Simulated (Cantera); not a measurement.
A freely propagating, adiabatic, planar premixed flame of 6.47 % CH4, 1.81 % C2H6, 19.3 % O2, 72.4 % N2, unburnt at 550 K and 0.158 atm; mixture-averaged transport, grid criteria slope 0.08 and curve 0.16, no radiation.

Computed with Cantera and GRI-Mech 3.0 (53 species, 325 reactions). Burning velocities carry a grid error of a few per cent, more on coarse grids.

Task: Predict: laminar burning velocity; thermal thickness; peak x(C2H4); peak x(CH3); peak x(H2O2).

Result: 
```
Quantity                     Value
------------------------  --------
laminar burning velocity  149 cm/s
thermal thickness          1.67 mm
peak x(C2H4)               0.00171
peak x(CH3)                0.00431
peak x(H2O2)               4.83e-6
```
